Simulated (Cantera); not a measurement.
Input: 1 mol TEOS, 4.4 mol N2O, 0.44 mol NO, at 725 K and 2.40 mbar.

Equilibrium computed with Cantera from the NASA thermochemical tables; the gas is ideal and each condensed phase is pure. Candidate condensed phases: C, C6H6, C7H8, C8H18, H2O, Si, SiC, SiO2, Si2N2O, Si3N4; 151 gas species. The feed counts by its element totals alone. Rates play no part.

Base state: H2 0.482, N2 0.241, CO 0.155, CO2 0.0838, H2O 0.0345, CH4 0.00286 (mole fractions); condensed: C(graphite) + SiO2(α-quartz).

What changes in the equilibrium state with this change: pressure from 2.40 mbar to 0.100 bar?


```tsv
species	before	after
H2	0.482	0.334
N2	0.241	0.290
H2O	0.0345	0.179
CO	0.155	0.0278
CH4	0.00286	0.0574
CO2	0.0838	0.112
NH3	2.70e-6	7.14e-5
C(graphite), mol	3.37	4.87
SiO2(α-quartz), mol	1.00	1.00
```

What changes in the equilibrium state with this change: temperature from 725 K to 550 K?


| species | before | after |
|---|---|---|
| N2 | 0.241 | 0.307 |
| H2 | 0.482 | 0.264 |
| H2O | 0.0345 | 0.258 |
| CO | 0.155 | 0.00172 |
| CH4 | 0.00286 | 0.0710 |
| CO2 | 0.0838 | 0.0973 |
| NH3 | 2.70e-6 | 1.91e-5 |
| C(graphite), mol | 3.37 | 5.44 |
| SiO2(α-quartz), mol | 1.00 | 1.00 |

What changes in the equilibrium state with this change: pressure from 2.40 mbar to 97.0 Pa?


```json
[
 {"species": "H2", "before": "0.482", "after": "0.482"},
 {"species": "N2", "before": "0.241", "after": "0.232"},
 {"species": "CO", "before": "0.155", "after": "0.206"},
 {"species": "CO2", "before": "0.0838", "after": "0.0597"},
 {"species": "H2O", "before": "0.0345", "after": "0.0185"},
 {"species": "CH4", "before": "0.00286", "after": "0.00116"},
 {"species": "C(graphite), mol", "before": "3.37", "after": "2.69"},
 {"species": "SiO2(α-quartz), mol", "before": "1.00", "after": "1.00"}
]
```
